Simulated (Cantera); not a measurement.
An isothermal, constant-pressure homogeneous reactor starts with 14.7 % H2, 14.7 % O2, 70.5 % N2, at 950 K and 1.00 bar.

Model: the H2/O2 subset of GRI-Mech 3.0, which has no nitrogen chemistry, integrated in Cantera. The temperature is held fixed by assumption; the heat of reaction is taken as removed at once.

One state of this run: x H2 = 0.0968; x O2 = 0.124; x H = 3.65e-7; x H2O2 = 0.000210; x O = 9.31e-8. x: mole fraction; the columns are a selection and need not sum to one.

Q: Which value of t (s) does it belong to?
(A) 0.443
(B) 1.00e-5
(C) 43.4
(D) 0.0208

A: D, 0.0208
